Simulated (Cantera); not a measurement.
A perfectly stirred reactor is fed with 1.56 % CH4, 0.856 % C2H6, 0.451 % C3H8, 20.4 % O2, 76.7 % N2, equivalence ratio 0.41, at 1.00 bar; it is adiabatic with a 775 K inlet, and is followed from long to short residence time, starting on the burning branch (τ in s: 0.029, 0.015, 0.0082, 0.0043, 0.0023, 0.0012, 0.00064, 0.00034, 0.00018, 9.5e-05, 5e-05, 2.6e-05).

Detailed kinetics in Cantera: GRI-Mech 3.0 (53 species, 325 reactions). GRI-Mech 3.0 was tuned for natural gas; its chemistry of propane as a main component is partial and can be far from experiment.

One state of this run: T (K) = 1688; x CH4 = 1.87e-5; x C2H6 = 2.63e-6; x C3H8 = 1.41e-6; x C2H4 = 8.54e-6; x O2 = 0.119; x CO = 0.00137. x: mole fraction; the columns are a selection and need not sum to one.

Which value of τ (s) does it belong to?
A) 0.0082
B) 9.5e-5
C) 0.015
D) 0.00034

A, 0.0082
